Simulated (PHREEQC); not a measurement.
A solution holds 13 mmol/kgw KOH, 20 mmol/kgw CO2 and 4.2 mmol/kgw (CH3)4NCl, at 20 °C. Closed to the air; pH follows from the charge balance.

All values are PHREEQC results (ion-association model, phreeqc.dat), not measurements.

Precipitation was switched off in this run.

Q: What pH does the model give?

A: pH 6.59.

Q: In which forms is C present?

A: HCO3- 65 %, CO2 35 % of the C.

Species that the database lacks are ignored. (CH3)4N+ isn't in the database: it is added as a free cation with an ion size of 4 Å.
